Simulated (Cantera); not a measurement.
A Cantera script and what it prints.

```python
import numpy as np
import cantera as ct

gas_names = """
    H HNO HNO2 HNO3 HO2 H2 H2O H2O2 N NH NH2 NH3 NH2OH NO NO2 NO3 N2 N2H2 N2H4 N2O O OH O2 O3 Si SiH
    SiH2 SiH3 SiH4 SiN SiO SiO2 Si2 Si2N Si3
""".split()
cond_names = """
    H2O(s) H2O(L) Si(cr) Si(L) SiO2(Lqz) SiO2(hqz) SiO2(L) Si2N2O(s) Si3N4(a)
""".split()


# ... load() reads the species with a 1 bar reference pressure and builds the phases ...
atoms = {
    'Si2H6': {'Si': 2, 'H': 6},
    'N2O': {'N': 2, 'O': 1},
    'N2': {'N': 2},
}
top_T = {'Si2N2O(s)': 2100, 'Si3N4(a)': 2400}  # K; cautious upper limits of use, not melting points


# ... equilibrate(T, P, feed) seeds the gas with the atoms and calls Mixture.equilibrate('TP', solver="vcs", rtol=1e-11, max_steps=5000) ...
results = []
feed = {'Si2H6': 1, 'N2O': 0.58, 'N2': 21}  # mol
T = 1423  # K
P = 290  # Pa
mix = equilibrate(T, P, feed)
results.append((T, P, feed, dict(zip(mix.species_names, mix.species_moles))))
x = sorted(zip(gas.X, gas.species_names), reverse=True)
print(f"T = {T:g} K  P = {P:g} Pa  gas = {mix.phase_moles(0):.4g} mol")
print("   x: " + "  ".join(f"{s} {v:.3e}" for v, s in x if v > 0.001))
print("   condensed (mol): " + ("  ".join(f"{mix.phase(i).name} {mix.phase_moles(i):.4g}"
      for i in range(1, mix.n_phases) if mix.phase_moles(i) > 1e-12) or "none"))
```

Result:

```
T = 1423 K  P = 290 Pa  gas = 23.44 mol
   x: N2 8.720e-01  H2 1.280e-01
   condensed (mol): Si2N2O(s) 0.5798  Si3N4(a) 0.2801
```

Cantera equilibrium calculation (NASA polynomials, part measured and part estimated; ideal gas, pure solids and liquids). The feed counts by its element totals alone. Mutual solubility and eutectic melting of coexisting phases are not modelled.
